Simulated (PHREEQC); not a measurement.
1 kg of water meets 20 L of dry gas (O2 1 by moles) at fixed total pressure, at 10 °C; fugacities by Peng-Robinson. The gases take part in no redox reaction, some water evaporates into the gas, and hydrates or a liquid gas phase aren't modelled. No solid was allowed to form.

All values are PHREEQC results (ion-association model, phreeqc.dat), not measurements.

```tsv
P (atm)	dissolved O2 (mol/kgw)	φ of O2
2	0.00340	0.998
5	…	0.994
10	0.0167	…
20	0.0327	…
30	0.0480	…
40	…	0.957
50	…	…
75	…	0.925
100	0.137	0.905
150	0.186	0.872
```

Q: What belongs in the gaps?

A: 
- 5, dissolved O2 (mol/kgw): 0.00846
- 10, φ of O2: 0.989
- 20, φ of O2: 0.978
- 30, φ of O2: 0.967
- 40, dissolved O2 (mol/kgw): 0.0625
- 50, dissolved O2 (mol/kgw): 0.0764
- 50, φ of O2: 0.947
- 75, dissolved O2 (mol/kgw): 0.108

Away from 25 °C the constants follow the database's enthalpies or fits; those with neither stay at their 25 °C values.
